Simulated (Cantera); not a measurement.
A perfectly stirred reactor is fed with C3H8 : H2 = 7.9 : 33 (molar parts), at 0.000930 bar; it is held at 1225 K, and followed from long to short residence time.

Detailed kinetics in Cantera: GRI-Mech 3.0 (53 species, 325 reactions). GRI-Mech 3.0 was tuned for natural gas; its chemistry of propane as a main component is partial and can be far from experiment. GRI-Mech 3.0 stops at C3 and has no aromatics, soot or wall deposition, so with more carbon than oxygen in the feed, carbon stays in small species such as C2H2 where larger ones or solid carbon would form. Radical loss at walls, strong at low pressure, is not modelled.

Task: Predict: x(C3H8) at τ = 6.20 s; x(H2) at τ = 6.20 s; x(CH4) at τ = 6.20 s; x(C2H6) at τ = 6.20 s; x(C2H4) at τ = 6.20 s; x(C3H8) at τ = 60.0 ms; x(H2) at τ = 60.0 ms; x(CH4) at τ = 60.0 ms; x(C2H6) at τ = 60.0 ms; x(C2H4) at τ = 60.0 ms.

Result: 
- x(C3H8) at τ = 6.20 s: 0.00328
- x(H2) at τ = 6.20 s: 0.702
- x(CH4) at τ = 6.20 s: 0.148
- x(C2H6) at τ = 6.20 s: 0.000170
- x(C2H4) at τ = 6.20 s: 0.0720
- x(C3H8) at τ = 60.0 ms: 0.115
- x(H2) at τ = 60.0 ms: 0.755
- x(CH4) at τ = 60.0 ms: 0.0611
- x(C2H6) at τ = 60.0 ms: 0.00118
- x(C2H4) at τ = 60.0 ms: 0.0632
